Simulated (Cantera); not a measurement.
Charge: 1 mol Cu, 0.011 mol CO2, 13 mol H2, held at 50.0 Pa.

Cantera equilibrium calculation (NASA polynomials, part measured and part estimated; ideal gas, pure solids and liquids). Candidate condensed phases: C, C6H6, C7H8, C8H18, Cu, CuO, Cu(OH)2, Cu2O, H2O; 113 gas species. The numbers say what is thermodynamically allowed, not how fast it happens. All values below are at 1475 K.

Base state: H2 0.987, Cu 0.0107, CO 0.000836, H2O 0.000836, H 0.000576 (mole fractions); condensed: Cu(l).

Task: What changes in the equilibrium state with this change: CO2 from 0.011 to 0.022 mol?

Result: 
```
species       before     after
----------  --------  --------
H2             0.987     0.985
Cu            0.0107    0.0107
CO          0.000836   0.00167
H2O         0.000836   0.00167
H           0.000576  0.000576
Cu(l), mol     0.859     0.859
```
